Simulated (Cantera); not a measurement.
## Catalytic combustion on Pt

An isothermal plug-flow reactor at 1150 K and 7.90 bar (inlet), inlet velocity 2.9 m/s, active area per volume 1200 1/m; feed 0.425 % CH₄, 11.2 % O₂, 88.4 % N₂, equivalence ratio 0.076.

Detailed kinetics in Cantera: Deutschmann's 1995 Pt surface mechanism with GRI-Mech 3.0 gas chemistry. Catalytic surfaces can have several steady states; this one follows from the mechanism file's or the stated starting coverage. Mass transfer to the wall is taken as infinitely fast.

```tsv
z (m)	x CH₄	x O₂	x H₂O	x CO₂	x CO	θ free Pt	θ O*	θ OH*
0.00014	0.00423	0.112	5.10e-5	2.34e-5	2.07e-6	0.228	0.771	0.000343
0.0003	0.00420	0.112	0.000109	5.16e-5	2.83e-6	0.228	0.771	0.000427
0.00064	0.00414	0.112	0.000231	0.000112	3.10e-6	0.228	0.771	0.000564
0.0014	0.00400	0.111	0.000498	0.000245	3.03e-6	0.228	0.771	0.000785
0.003	0.00373	0.111	0.00103	0.000510	2.84e-6	0.228	0.770	0.00110
0.0064	0.00319	0.110	0.00207	0.00102	2.55e-6	0.229	0.770	0.00154
0.014	0.00220	0.108	0.00396	0.00193	2.89e-6	0.229	0.769	0.00212
```
x: gas mole fraction; θ: surface coverage.
